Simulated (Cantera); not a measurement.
Feed: 1 mol CH3Cl, 0.029 mol Si, 0.49 mol H2, equilibrated at 10.5 Torr.

Cantera equilibrium calculation (NASA polynomials, part measured and part estimated; ideal gas, pure solids and liquids). Candidate condensed phases: C, C6H6, C7H8, C8H18, Si, SiC; 109 gas species. The tables' values for SiCl3 are old estimates; treat these amounts as uncertain. The numbers say what is thermodynamically allowed, not how fast it happens.

At 1027 °C, list the 4 most abundant gas species with their mole fractions, and the condensed phases.

H2 0.614, HCl 0.378, SiCl4 0.00437, SiCl2 0.00184. Condensed: C(graphite) + SiC(s).
